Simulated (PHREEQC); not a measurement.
Dissolve 0.19 mol NaOH per kg of water at 25 °C. Closed to the air; pH follows from the charge balance.

The numbers come from PHREEQC with the ion-association model, phreeqc.dat.

Each row changes one thing in this solution. This is a speciation only: nothing precipitates in the calculation.

```
case                                             pH  ionic strength (mol/kgw)
--------------------------------------------  -----  ------------------------
as made                                       13.13                     0.190
0.03 mol/kgw CO2 added                        12.96                     0.190
NaOH from 0.19 to 0.019 mol/kgw               12.21                    0.0190
NaOH replaced by NaAlO2 at the same molality   9.35                     0.190
NaOH from 0.19 to 0.95 mol/kgw                13.75                     0.950
```

The ionic strength passes 0.7 mol/kgw, the rough limit of the ion-association models, in NaOH from 0.19 to 0.95 mol/kgw. Some of these states are supersaturated (in Al(OH)3(a), Gibbsite (slow to form), for instance).
